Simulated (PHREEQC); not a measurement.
Solution (25 °C and 100 atm): 0.002 mol/kgw NaH2PO4 and 0.0025 mol/kgw NaOH. Closed to the air; pH follows from the charge balance.

Equilibrium calculation in PHREEQC: ion-association model, phreeqc.dat.

```csv
quantity,before,after
pH,10.57,11.34
ionic strength (mol/kgw),0.00659,0.00960
HPO4-2 (mol/kgw),0.00193,0.00167
NaHPO4- (mol/kgw),1.08e-5,1.37e-5
H2PO4- (mol/kgw),5.91e-7,8.22e-8
```

### Question
What was changed between the two runs?
A. 0.00029 mol/kgw KCl added
B. NaH2PO4 from 0.002 to 0.0002 mol/kgw
C. NaOH from 0.0025 to 0.00125 mol/kgw
D. NaOH from 0.0025 to 0.005 mol/kgw
E. NaOH left out

### Answer
D, NaOH from 0.0025 to 0.005 mol/kgw

Precipitation was switched off in this run. Under pressure, the constants of complexes without a molar volume in the database are unreliable.
